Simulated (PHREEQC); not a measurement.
Make-up at 47 °C: 0.78 mol/kgw KOH and 0.0016 mol/kgw KNO3. Closed to the air; pH follows from the charge balance.

Computed with PHREEQC (ion-association model, wateq4f.dat).

| Quantity | Value |
|---|---|
| pH | 13.03 |
| ionic strength | 0.782 mol/kgw |
| activity of water | 0.973 |
| total alkalinity | 780 meq/kg |

| species | molality | activity | log γ |
|---|---|---|---|
| K+ | 0.782 | 0.471 | -0.220 |
| OH- | 0.780 | 0.458 | -0.232 |
| NO3- | 0.00160 | 0.000900 | -0.250 |

This is a speciation only: nothing precipitates in the calculation. The ionic strength is past about 0.7 mol/kgw, beyond the range of this activity model, so the values are rough. Constants without temperature data keep their 25 °C values here.
